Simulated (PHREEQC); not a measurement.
PHREEQC input (ion-association model, wateq4f.dat):

```
SOLUTION_MASTER_SPECIES
  An  An-  0  An  62.0  # stands for a non-complexing anion
SOLUTION_SPECIES
  An- = An-
    -log_k 0
    -gamma 3.0 0
PHASES
  Fix_H+
    H+ = H+
    -log_k 0
SOLUTION 1
  temp 25
  units mmol/kgw
  pH 7 charge
  Na 50
  An 50
END
SELECTED_OUTPUT 1
  -reset false
  -pH true
  -pe true
  -ionic_strength true
  -water true
  -totals Na
  -molalities Hfo_wOH Hfo_wOH2+ Hfo_wO- Hfo_sOH Hfo_sOH2+ Hfo_sO-
USER_PUNCH 1
  -headings sigma psi
  10 PUNCH EDL("sigma", "Hfo"), EDL("psi", "Hfo")
PRINT
  -reset false
USE solution 1
SURFACE 1
  Hfo_wOH 0.00202247 600 0.9
  Hfo_sOH 5.05618e-05
EQUILIBRIUM_PHASES 1
  Fix_H+ -3 HAn 10
    -force_equality true
  O2(g) -0.68 10
END
# ... the last block is repeated for the other 12 points of pH, with NaOH or the acid as the point needs
```

Selected output (columns that matter, 10 of 13 rows; pH added in front):

```
pH	mu	Na	m_Hfo_wOH	m_Hfo_wOH2+	m_Hfo_wO-	m_Hfo_sOH	m_Hfo_sOH2+	m_Hfo_sO-	sigma	psi
3	0.052173	0.05	7.137e-05	0.001951	5.9809e-08	1.7843e-06	4.8776e-05	1.4952e-09	0.35734	0.16879
3.67	0.051157	0.05	0.00025337	0.0017683	8.3172e-07	6.3344e-06	4.4207e-05	2.0793e-08	0.32372	0.16423
5	0.050519	0.05	0.00098916	0.0010111	2.2168e-05	2.4729e-05	2.5278e-05	5.542e-07	0.18114	0.1349
5.67	0.050324	0.05	0.001284	0.00068314	5.529e-05	3.2101e-05	1.7079e-05	1.3823e-06	0.115	0.11205
6.33	0.050189	0.05	0.0014502	0.00046975	0.00010256	3.6254e-05	1.1744e-05	2.564e-06	0.067254	0.08575
7.67	0.050033	0.05	0.0015491	0.00026906	0.00020432	3.8727e-05	6.7265e-06	5.1079e-06	0.011858	0.022493
8.33	0.050019	0.050035	0.0015517	0.00021954	0.00025124	3.8792e-05	5.4885e-06	6.2811e-06	-0.0058073	-0.011281
9	0.050085	0.050158	0.0015362	0.00017215	0.00031407	3.8406e-05	4.3036e-06	7.8518e-06	-0.025995	-0.044925
10.33	0.050535	0.050808	0.0013517	6.9629e-05	0.00060113	3.3792e-05	1.7407e-06	1.5028e-05	-0.09735	-0.10364
11	0.051678	0.052122	0.0010951	3.064e-05	0.00089667	2.7378e-05	7.6601e-07	2.2417e-05	-0.15862	-0.12759
```

The oxide is taken as insoluble; below pH 4 it would dissolve.
